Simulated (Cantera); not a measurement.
**Transport properties of process gases**

Gas mixture: H2 = 0.5 (molar parts), at 20.0 Torr, frozen composition.

Cantera's kinetic-theory transport with the Lennard-Jones parameters of GRI-Mech 3.0, ideal gas; thermal conductivity in the multicomponent form.

```tsv
T (K)	ρ (kg/m³)	cp (J/kg/K)	μ (µPa s)	λ (mW/m/K)	Pr	D (cm²/s) OH	D (cm²/s) C2H2	D (cm²/s) NH3
400	0.00162	14520	10.9	229	0.689	66.7	38.9	51.4
600	0.00108	14510	14.1	298	0.688	131	77.5	105
800	0.000808	14690	17.0	364	0.688	212	125	171
1000	0.000646	14960	19.7	427	0.689	307	182	249
1200	0.000539	15380	22.1	493	0.690	415	246	339
1400	0.000462	15800	24.4	559	0.691	536	318	438
```
D: mixture-averaged diffusion coefficient of that species in the mixture.
